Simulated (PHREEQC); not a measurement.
**Metal-bearing waste water (model solution)**

Make-up at 25 °C: 0.0022 mol ZnSO4 and 7.8e-05 mol ZnCl2 per kg of water. Closed to the air; pH follows from the charge balance.

Model: ion-association model, phreeqc.dat, run in PHREEQC.

| Item | Value |
|---|---|
| pH | 5.94 |
| ionic strength | 0.00745 mol/kgw |
| specific conductance | 445 µS/cm |

| species | molality | activity | log γ |
|---|---|---|---|
| Zn+2 | 0.00188 | 0.00132 | -0.154 |
| SO4-2 | 0.00180 | 0.00126 | -0.155 |
| ZnSO4 | 0.000389 | 0.000390 | 0.001 |
| Cl- | 0.000155 | 0.000142 | -0.040 |
| Zn(SO4)2-2 | 5.74e-6 | 3.99e-6 | -0.158 |
| ZnOH+ | 1.37e-6 | 1.25e-6 | -0.039 |
| H+ | 1.25e-6 | 1.16e-6 | -0.035 |
| ZnCl+ | 5.52e-7 | 5.04e-7 | -0.040 |
| HSO4- | 1.55e-7 | 1.42e-7 | -0.039 |
| Zn(OH)2 | 1.24e-8 | 1.24e-8 | 0.001 |
| OH- | 9.60e-9 | 8.75e-9 | -0.040 |
| ZnOHCl | 5.35e-9 | 5.36e-9 | 0.001 |

Precipitation was switched off in this run.
